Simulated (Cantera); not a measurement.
An isothermal plug-flow reactor at 700 K and 0.460 bar (inlet), inlet velocity 2.7 m/s, active area per volume 170 1/m; feed H₂ : O₂ : N₂ = 0.025 : 0.064 : 0.79 (molar parts), equivalence ratio 0.20.

Computed with Cantera and Deutschmann's 1995 Pt surface mechanism with GRI-Mech 3.0 gas chemistry. Catalytic surfaces can have several steady states; this one follows from the mechanism file's or the stated starting coverage. Mass transfer to the wall is taken as infinitely fast.

Question: Predict: x(H₂) at z = 0.087 m; x(O₂) at z = 0.087 m; x(H₂O) at z = 0.087 m; θ(free Pt) at the exit; θ(O*) at the exit; θ(OH*) at the exit.

Answer: 
- x(H₂) at z = 0.087 m = 6.39e-5
- x(O₂) at z = 0.087 m = 0.0595
- x(H₂O) at z = 0.087 m = 0.0288
- θ(free Pt) at the exit = 0.0149
- θ(O*) at the exit = 0.982
- θ(OH*) at the exit = 0.00272
